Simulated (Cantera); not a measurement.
A perfectly stirred reactor is fed with 15.2 % CH4, 17.9 % O2, 67.0 % N2, equivalence ratio 1.7, at 1000000 Pa; it is adiabatic with a 575 K inlet, and is followed from long to short residence time, starting on the burning branch (τ in s: 0.12, 0.054, 0.025, 0.012, 0.0054, 0.0025, 0.0012, 0.00054, 0.00025, 0.00012, 5.4e-05).

Cantera simulation using GRI-Mech 3.0 (53 species, 325 reactions); the numbers are that mechanism's predictions, not measurements.

One state of this run: T (K) = 1994; x CH4 = 0.00459; x O2 = 0.000230; x CH2 = 3.79e-7; x H2O2 = 1.24e-8; x C2H6 = 2.54e-6. x: mole fraction; the columns are a selection and need not sum to one.

Question: Which value of τ (s) does it belong to?
(A) 0.00012
(B) 0.025
(C) 0.0054
(D) 0.0025

Answer: B, 0.025
